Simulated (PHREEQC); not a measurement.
**Silver or lead bath: an equilibrium model**

A solution holds 0.085 mol Pb(NO3)2, 3.9e-05 mol NaCl and 0.00098 mol Na2SO4 per kg of water, at 43 °C. Closed to the air; pH follows from the charge balance.

Equilibrium calculation in PHREEQC: ion-association model, phreeqc.dat.

Each row changes one thing in this solution. Precipitation was switched off in this run.

| case | pH | ionic strength (mol/kgw) | NO3- (mol/kgw) | Pb+2 (mol/kgw) | PbNO3+ (mol/kgw) | PbSO4 (mol/kgw) | SI of Pb(OH)2 (Pb(OH)2) | SI of Anglesite (PbSO4) |
|---|---|---|---|---|---|---|---|---|
| as made | 4.39 | 0.194 | 0.139 | 0.0534 | 0.0308 | 0.000695 | -0.58 | +1.81 |
| diluted 2-fold with water | [?] | 0.105 | 0.0736 | 0.0307 | 0.0114 | 0.000333 | -0.35 | +1.48 |
| diluted 10-fold with water | 4.99 | [?] | [?] | 0.00748 | 0.000953 | 5.43e-5 | +0.02 | +0.69 |
| temperature from 43 to 45 °C | 4.39 | 0.194 | 0.139 | 0.0535 | 0.0307 | 0.000693 | -0.52 | +1.80 |
| NaCl from 3.9e-05 to 7.8e-05 mol/kgw | 4.39 | 0.194 | 0.139 | 0.0534 | 0.0308 | 0.000695 | -0.58 | +1.81 |

Some entries are withheld; supply them.


- diluted 2-fold with water, pH: 4.59
- diluted 10-fold with water, ionic strength (mol/kgw): 0.0237
- diluted 10-fold with water, NO3- (mol/kgw): 0.0160

Some of these states are supersaturated (in Anglesite, for instance). At this temperature some constants are extrapolated from 25 °C, and those without enthalpy data are left unchanged.
